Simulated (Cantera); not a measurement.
Cantera run:

```python
import numpy as np
import cantera as ct

gas_names = """
    CL CL2 H HCL H2 Si SiCL SiCL2 SiCL3 SiCL4 SiH SiHCL3 SiH2 SiH2CL2 SiH3 SiH3CL SiH4 Si2 Si3
""".split()
cond_names = """
    Si(cr) Si(L)
""".split()


# ... load() reads the species with a 1 bar reference pressure and builds the phases ...
atoms = {
    'Si': {'Si': 1},
    'Cl2': {'CL': 2},
    'H2': {'H': 2},
}
top_T = {}  # K; cautious upper limits of use, not melting points


# ... equilibrate(T, P, feed) seeds the gas with the atoms and calls Mixture.equilibrate('TP', solver="vcs", rtol=1e-11, max_steps=5000) ...
results = []
T = 1048.15  # K
P = 370000  # Pa
for m in [0.93, 3.2, 5.5, 7.7, 10, 12, 15]:
    feed = {'Si': 1, 'Cl2': 0.85, 'H2': m}  # mol
    mix = equilibrate(T, P, feed)
    results.append((T, P, feed, dict(zip(mix.species_names, mix.species_moles))))

top = {s: max(r[3][s] / sum(r[3][g] for g in gas_names) for r in results) for s in gas_names}
cols = sorted((s for s in top if top[s] > 1e-06), key=lambda s: -top[s])[:9]
seen = [c for c in cond_names if any(r[3].get(c, 0) > 1e-12 for r in results)]
print("log10 of partial pressures in bar; condensed amounts in mol")
print(f"{'n(H2)':>10s}" + "".join(f"{s[:9]:>10s}" for s in cols + seen))
for T, P, feed, n in results:
    ng = sum(n[g] for g in gas_names)
    print(f"{feed['H2']:10.4g}" + "".join(f"{np.log10(max(n[s] / ng * P / 1e5, 1e-99)):10.3f}" for s in cols)
          + "".join(f"{n.get(c, 0):10.4g}" for c in seen))
```

Output:

```
log10 of partial pressures in bar; condensed amounts in mol
     n(H2)        H2     SiCL4    SiHCL3       HCL   SiH2CL2     SiCL3     SiCL2    SiH3CL      SiH4    Si(cr)
      0.93     0.371    -0.077    -0.364    -1.332    -1.595    -2.052    -2.765    -3.410    -5.590    0.5349
       3.2     0.501    -0.585    -0.680    -1.394    -1.719    -2.433    -3.019    -3.342    -5.330    0.5233
       5.5     0.527    -0.839    -0.857    -1.445    -1.820    -2.624    -3.146    -3.367    -5.278    0.5201
       7.7     0.537    -1.004    -0.976    -1.481    -1.891    -2.748    -3.229    -3.392    -5.256     0.519
        10     0.544    -1.136    -1.071    -1.510    -1.951    -2.846    -3.294    -3.415    -5.243    0.5189
        12     0.547    -1.229    -1.139    -1.532    -1.994    -2.916    -3.341    -3.433    -5.236    0.5192
        15     0.551    -1.345    -1.225    -1.559    -2.048    -3.003    -3.399    -3.456    -5.229    0.5202
```

Cantera equilibrium calculation (NASA polynomials, part measured and part estimated; ideal gas, pure solids and liquids). The tables' values for SiCl3 are old estimates; treat these amounts as uncertain.
